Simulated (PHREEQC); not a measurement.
Synthetic water in mg/kgw, 20 °C, pH 7.95, pe 9.6:

```json
[
 {"constituent": "Na", "mg/kgw": "6450"},
 {"constituent": "K", "mg/kgw": "2780"},
 {"constituent": "Ca", "mg/kgw": "29.1"},
 {"constituent": "Mg", "mg/kgw": "513"},
 {"constituent": "Cl", "mg/kgw": "12200"},
 {"constituent": "S(6) as SO4", "mg/kgw": "1160"},
 {"constituent": "Alkalinity as HCO3", "mg/kgw": "1220"},
 {"constituent": "Cu(2)", "mg/kgw": "3.15"}
]
```

Valence states are taken as typed.

All values are PHREEQC results (ion-association model, wateq4f.dat), not measurements.

No solid was allowed to form.

**Question.** Order these Ca species by the share of Ca that they hold, largest first: CaSO4, Ca+2, CaHCO3+, CaCO3.

**Answer.** Ca+2 (87 %), CaSO4 (6.8 %), CaHCO3+ (4.5 %), CaCO3 (1.4 %)

The pH is 7.95 and the ionic strength 0.409 mol/kgw. The solution is supersaturated, for example in Malachite, Atacamite, so a real one may precipitate; this is no full list. Species that the database lacks are ignored. The database's constant for dissolved Cu(OH)2 is higher than later reviews accept.
